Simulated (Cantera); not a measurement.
Cantera run, input and output.

```python
import numpy as np
import cantera as ct

gas = ct.Solution("gri30.yaml")


def delay(T, t_max=10):
    gas.TPX = T, 500000, {'CO': 1, 'H2': 0.16, 'O2': 0.341, 'N2': 0.921}
    reactor = ct.IdealGasReactor(gas, clone=False)
    net = ct.ReactorNet([reactor])
    net.rtol, net.atol = 1e-8, 1e-16
    while net.time < t_max:
        t_old, T_old = net.time, reactor.T
        net.step()
        if reactor.T > T + 400:  # ignition: a rise of 400 K
            return t_old + (T + 400 - T_old) / (reactor.T - T_old) * (net.time - t_old)
    return np.nan


taus = []
for T in [975, 1075, 1175, 1275, 1375, 1475, 1575]:
    taus.append(delay(T))
    print(f"T0 = {T:6g} K   tau = {taus[-1]:.4e} s")
```

Result:

```
T0 =    975 K   tau = 3.0998e-03 s
T0 =   1075 K   tau = 2.1108e-04 s
T0 =   1175 K   tau = 2.9295e-05 s
T0 =   1275 K   tau = 1.1922e-05 s
T0 =   1375 K   tau = 7.1278e-06 s
T0 =   1475 K   tau = 5.0198e-06 s
T0 =   1575 K   tau = 3.8950e-06 s
```

Detailed kinetics in Cantera: GRI-Mech 3.0 (53 species, 325 reactions). The hydrogen kinetics of GRI-Mech 3.0 are dated; newer H2 mechanisms differ, most at raised pressure.
